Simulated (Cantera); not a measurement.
Cantera run, input and output.

```python
import numpy as np
import cantera as ct

gas = ct.Solution("gri30.yaml")
gas.TPX = 1575, 2700000, {'CH4': 1, 'H2O': 0.49, 'H2': 0.22}
inlet = ct.Reservoir(gas, clone=True)

reactor = ct.IdealGasConstPressureReactor(gas, energy="off", clone=False)
exhaust = ct.Reservoir(gas, clone=True)
tau = [1.1, 0.45, 0.18, 0.071, 0.028, 0.011, 0.0044, 0.0017][0]
for a, b in ((inlet, reactor), (reactor, exhaust)):
    ct.MassFlowController(a, b, mdot=lambda t: reactor.mass / tau)
net = ct.ReactorNet([reactor])
show = ['CH4', 'H2O', 'H2', 'C2H6', 'CO2', 'CO', 'H']

rows = []
print(f"{'tau/s':>10s}{'T/K':>9s}" + "".join(f"{s:>11s}" for s in show))
for tau in [1.1, 0.45, 0.18, 0.071, 0.028, 0.011, 0.0044, 0.0017]:
    net.initial_time = 0.0
    net.advance(30 * tau)
    before = gas.X
    net.advance(40 * tau)
    drift = np.max(np.abs(gas.X - before) / (gas.X + 1e-9))
    rows.append([gas.T, *gas[show].X, drift])
    print(f"{tau:10.3e}{gas.T:9.1f}" + "".join(f"{x:11.3e}" for x in gas[show].X))
```

Output:

```
     tau/s      T/K        CH4        H2O         H2       C2H6        CO2         CO          H
 1.100e+00   1575.0  3.354e-01  1.638e-01  3.974e-01  1.254e-03  7.705e-03  5.549e-02  5.053e-06
 4.500e-01   1575.0  3.488e-01  1.964e-01  3.616e-01  1.464e-03  6.027e-03  3.403e-02  4.795e-06
 1.800e-01   1575.0  3.576e-01  2.230e-01  3.339e-01  1.598e-03  3.639e-03  1.814e-02  4.548e-06
 7.100e-02   1575.0  3.682e-01  2.411e-01  3.118e-01  1.632e-03  1.611e-03  8.429e-03  4.254e-06
 2.800e-02   1575.0  3.900e-01  2.529e-01  2.875e-01  1.557e-03  4.975e-04  3.475e-03  3.787e-06
 1.100e-02   1575.0  4.344e-01  2.629e-01  2.493e-01  1.423e-03  9.988e-05  1.242e-03  3.063e-06
 4.400e-03   1575.0  4.930e-01  2.729e-01  2.013e-01  1.403e-03  1.487e-05  4.003e-04  2.341e-06
 1.700e-03   1575.0  5.411e-01  2.807e-01  1.621e-01  1.480e-03  1.798e-06  1.185e-04  1.843e-06
```

Computed with Cantera and GRI-Mech 3.0 (53 species, 325 reactions). GRI-Mech 3.0 stops at C3 and has no aromatics, soot or wall deposition, so with more carbon than oxygen in the feed, carbon stays in small species such as C2H2 where larger ones or solid carbon would form. The pressure lies above the range GRI-Mech 3.0 was tuned for (to about 10 atm).
